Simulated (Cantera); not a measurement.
A perfectly stirred reactor is fed with CH4 : H2O = 1 : 0.91 (molar parts), at 4.93 atm; it is held at 1750 K, and followed from long to short residence time.

Cantera simulation using GRI-Mech 3.0 (53 species, 325 reactions); the numbers are that mechanism's predictions, not measurements.

Q: What does this change do: pressure from 4.93 atm to 25.7 atm?

A: 
```json
[
 {"quantity": "x(CH4) at τ = 27.0 s", "before": "0.0242", "after": "0.0411"},
 {"quantity": "x(H2O) at τ = 27.0 s", "before": "0.0173", "after": "0.0177"},
 {"quantity": "x(CH2O) at τ = 27.0 s", "before": "3.62e-7", "after": "1.81e-6"},
 {"quantity": "x(CO) at τ = 27.0 s", "before": "0.228", "after": "0.232"},
 {"quantity": "x(O2) at τ = 27.0 s", "before": "<1e-12", "after": "<1e-12"},
 {"quantity": "x(CH4) at τ = 0.470 s", "before": "0.0544", "after": "0.116"},
 {"quantity": "x(H2O) at τ = 0.470 s", "before": "0.126", "after": "0.120"},
 {"quantity": "x(CH2O) at τ = 0.470 s", "before": "5.83e-7", "after": "1.68e-6"},
 {"quantity": "x(CO) at τ = 0.470 s", "before": "0.143", "after": "0.160"},
 {"quantity": "x(O2) at τ = 0.470 s", "before": "5.33e-12", "after": "1.47e-12"}
]
```
The pressure lies above the range GRI-Mech 3.0 was tuned for (to about 10 atm).

Q: What does this change do: pressure from 4.93 atm to 0.987 atm?

A: 
| quantity | before | after |
|---|---|---|
| x(CH4) at τ = 27.0 s | 0.0242 | 0.00933 |
| x(H2O) at τ = 27.0 s | 0.0173 | 0.0213 |
| x(CH2O) at τ = 27.0 s | 3.62e-7 | 7.98e-8 |
| x(CO) at τ = 27.0 s | 0.228 | 0.221 |
| x(O2) at τ = 27.0 s | <1e-12 | <1e-12 |
| x(CH4) at τ = 0.470 s | 0.0544 | 0.0395 |
| x(H2O) at τ = 0.470 s | 0.126 | 0.157 |
| x(CH2O) at τ = 0.470 s | 5.83e-7 | 5.26e-7 |
| x(CO) at τ = 0.470 s | 0.143 | 0.115 |
| x(O2) at τ = 0.470 s | 5.33e-12 | 3.33e-11 |
